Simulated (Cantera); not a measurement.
## Ignition delay

Mixture: 4.62 % C3H8, 15.4 % O2, 80.0 % N2, equivalence ratio 1.5, at 120000 Pa, adiabatic and at constant volume. Ignition delay is the time to a rise of 400 K.

Computed with Cantera and GRI-Mech 3.0 (53 species, 325 reactions). GRI-Mech 3.0 was tuned for natural gas; its chemistry of propane as a main component is partial and can be far from experiment.

```csv
T0 (K),delay (ms)
1050,196
1150,19.3
1250,2.52
1350,0.484
1450,0.135
1550,0.0514
```

| Quantity | Result |
|---|---|
| apparent activation energy between 1350 and 1550 K | 200 kJ/mol |
